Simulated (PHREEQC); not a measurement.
0.023 g of hydrous ferric oxide (600 m²/g; 0.2 weak and 0.005 strong sites per Fe, Dzombak-Morel constants, diffuse double layer) in 1 kg of water with 0.1 mol/kgw of an inert sodium salt and 0.11 mmol/kgw MnCl2 and 0.00074 mmol/kgw ZnSO4, at 25 °C; the pH is set by adding NaOH or the inert anion's acid. No oxygen is let in. No CO2 enters from the air. Nothing may precipitate in this run.

Base run: PHREEQC, ion-association model, wateq4f.dat. Each further column changes one thing. The table gives S sorbed (%).

| pH | base | no electrostatic term (-no_edl) | background salt from 0.1 to 0.01 mol/kgw | oxide from 0.023 to 0.11 g/kgw |
|---|---|---|---|---|
| 3 | 86.4 | 0.0 | 99.9 | 97.1 |
| 3.5 | 85.6 | 0.0 | 99.8 | 96.9 |
| 4 | 82.1 | 0.0 | 99.5 | 95.9 |
| 4.5 | 73.0 | 0.0 | 98.6 | 93.3 |
| 5 | 54.5 | 0.0 | 95.0 | 85.7 |
| 5.5 | 29.3 | 0.0 | 81.0 | 66.9 |
| 6 | 10.5 | 0.0 | 45.9 | 35.9 |
| 6.5 | 2.8 | 0.0 | 13.3 | 11.9 |
| 7 | 0.6 | 0.0 | 2.4 | 2.8 |
| 7.5 | 0.1 | 0.0 | 0.5 | 0.6 |
| 8 | 0.1 | 0.0 | 0.2 | 0.2 |
| 8.5 | 0.0 | 0.0 | 0.1 | 0.1 |
| 9 | 0.0 | 0.0 | 0.0 | 0.0 |

The oxide is taken as insoluble; below pH 4 it would dissolve.
